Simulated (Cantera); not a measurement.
Feed: 1 mol SiH4, 0.24 mol Cl2, 14 mol H2, held at 1002 °C and 1.60 mbar.

Cantera equilibrium calculation (NASA polynomials, part measured and part estimated; ideal gas, pure solids and liquids). Candidate condensed phases: Si; 19 gas species. The tables' values for SiCl3 are old estimates; treat these amounts as uncertain. The numbers say what is thermodynamically allowed, not how fast it happens.

Base state: H2 0.972, HCl 0.0259, SiCl2 0.00179, SiCl3 2.60e-5, H 1.82e-5 (mole fractions); condensed: Si(s).

Problem. What changes in the equilibrium state with this change: H2 from 14 to 20 mol?

Solution. 
```tsv
species	before	after
H2	0.972	0.979
HCl	0.0259	0.0195
SiCl2	0.00179	0.00101
SiCl3	2.60e-5	1.10e-5
H	1.82e-5	1.82e-5
Si(s), mol	0.970	0.977
```
